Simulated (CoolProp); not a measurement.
Saturation properties of cyclopentane (Tc = 511.7 K, pc = 4.583 MPa, ω = 0.202).

Values from CoolProp's reference Helmholtz-energy equation of state, Gedanitz 2015.

| T (K) | p (MPa) | vapour density (kg/m³) | enthalpy of vaporisation (kJ/kg) |
|---|---|---|---|
| 319.1 | 0.09079 | ___ | 391.8 |
| 336.4 | 0.1571 | 4.138 | 378.6 |
| 353.6 | 0.2551 | ___ | 364.7 |
| 370.8 | 0.3940 | ___ | 349.5 |
| 388 | 0.5835 | 14.44 | 333.0 |
| 405.2 | ___ | 20.57 | 314.8 |
| 422.4 | ___ | 28.74 | 294.4 |
| 439.6 | 1.562 | ___ | ___ |

Question: Some entries are withheld; supply them.

Answer: 
- 319.1, vapour density (kg/m³): 2.480
- 353.6, vapour density (kg/m³): 6.529
- 370.8, vapour density (kg/m³): 9.875
- 405.2, p (MPa): 0.8337
- 422.4, p (MPa): 1.156
- 439.6, vapour density (kg/m³): 39.66
- 439.6, enthalpy of vaporisation (kJ/kg): 271.2

It boils at 322.4 K under 1 atm.
